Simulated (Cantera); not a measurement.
Cantera run, input and output.

```python
import numpy as np
import cantera as ct

surf = ct.Interface("ptcombust.yaml", "Pt_surf")
gas = surf.adjacent["gas"]
gas.TPX = 1100, 180000, {'CH4': 0.0063, 'O2': 0.19, 'N2': 0.79}
surf.TP = 1100, 180000
reactor = ct.FlowReactor(gas, clone=False)
reactor.area = 0.0001  # m2
reactor.surface_area_to_volume_ratio = 460  # 1/m
reactor.mass_flow_rate = 1.8 * reactor.area * gas.density  # inlet velocity 1.8 m/s
reactor.energy_enabled = False
wall = ct.ReactorSurface(surf, reactor, clone=False)
net = ct.ReactorNet([reactor])
net.rtol, net.atol = 1e-8, 1e-16
show, cover = ['CH4', 'O2', 'H2O', 'CO2', 'CO'], ['PT(S)', 'H(S)', 'O(S)', 'OH(S)', 'CO(S)', 'C(S)']

rows = []
print(f"{'z/m':>9s}{'u/(m/s)':>9s}" + "".join(f"{s:>13s}" for s in show + cover))
for z in [0.00091, 0.0015, 0.0025, 0.0042, 0.0071, 0.012, 0.02, 0.033, 0.055, 0.091]:
    net.advance(z)
    rows.append([reactor.speed, *gas[show].X, *surf[cover].coverages])
    print(f"{z:9.4g}{rows[-1][0]:9.3g}" + "".join(f"{x:13.4e}" for x in rows[-1][1:]))
```

Output:

```
      z/m  u/(m/s)          CH4           O2          H2O          CO2           CO        PT(S)         H(S)         O(S)        OH(S)        CO(S)         C(S)
  0.00091      1.8   6.2296e-03   1.9233e-01   3.1488e-04   1.5298e-04   4.2731e-06   2.3397e-01   1.5264e-07   7.6565e-01   3.6933e-04   6.1268e-06   6.0776e-08
   0.0015      1.8   6.1289e-03   1.9213e-01   5.1511e-04   2.5287e-04   4.2559e-06   2.3398e-01   1.8691e-07   7.6556e-01   4.5273e-04   6.0376e-06   5.9803e-08
   0.0025      1.8   5.9615e-03   1.9179e-01   8.4762e-04   4.1859e-04   4.1457e-06   2.3400e-01   2.3294e-07   7.6543e-01   5.6465e-04   5.8757e-06   5.8190e-08
   0.0042      1.8   5.6855e-03   1.9125e-01   1.3936e-03   6.9010e-04   3.9624e-06   2.3405e-01   2.9328e-07   7.6523e-01   7.1119e-04   5.6092e-06   5.5539e-08
   0.0071      1.8   5.2403e-03   1.9037e-01   2.2707e-03   1.1250e-03   3.6741e-06   2.3416e-01   3.7031e-07   7.6494e-01   8.9790e-04   5.1810e-06   5.1264e-08
    0.012      1.8   4.5581e-03   1.8904e-01   3.6072e-03   1.7852e-03   3.2549e-06   2.3435e-01   4.6408e-07   7.6452e-01   1.1244e-03   4.5274e-06   4.4700e-08
     0.02      1.8   3.6109e-03   1.8720e-01   5.4472e-03   2.6884e-03   2.7755e-06   2.3465e-01   5.6912e-07   7.6397e-01   1.3768e-03   3.6338e-06   3.5541e-08
    0.033      1.8   2.4220e-03   1.8492e-01   7.7333e-03   3.7983e-03   2.6868e-06   2.3506e-01   6.7839e-07   7.6330e-01   1.6375e-03   2.5937e-06   2.3955e-08
    0.055      1.8   1.1713e-03   1.8245e-01   1.0199e-02   5.0130e-03   2.4185e-06   2.3553e-01   7.8052e-07   7.6259e-01   1.8791e-03   1.4585e-06   1.1649e-08
    0.091      1.8   3.5289e-04   1.8074e-01   1.1916e-02   5.8985e-03   9.5933e-07   2.3586e-01   8.4515e-07   7.6210e-01   2.0308e-03   4.8189e-07   3.5234e-09
```

Computed with Cantera and Deutschmann's 1995 Pt surface mechanism with GRI-Mech 3.0 gas chemistry. Catalytic surfaces can have several steady states; this one follows from the mechanism file's or the stated starting coverage. Mass transfer to the wall is taken as infinitely fast.
